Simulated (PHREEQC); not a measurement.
Copper plating or etch bath: speciation

A solution holds 0.035 mmol/kgw Cu(NO3)2, 0.023 mmol/kgw H2SO4 and 2 mmol/kgw FeCl3, at 25 °C. Closed to the air; pH follows from the charge balance.

Model: ion-association model, phreeqc.dat, run in PHREEQC.

This is a speciation only: nothing precipitates in the calculation.

Problem. Estimate the pH, ionic strength.

Solution. pH 2.80; ionic strength 0.00911 mol/kgw.

Problem. In which forms is Cu present?

Solution. Cu+2 99 %, CuCl+ 1.1 % of the Cu.

The solution is supersaturated, for example in Hematite (slow to form), Goethite (slow to form), so a real one may precipitate; this is no full list. Species that the database lacks are ignored.
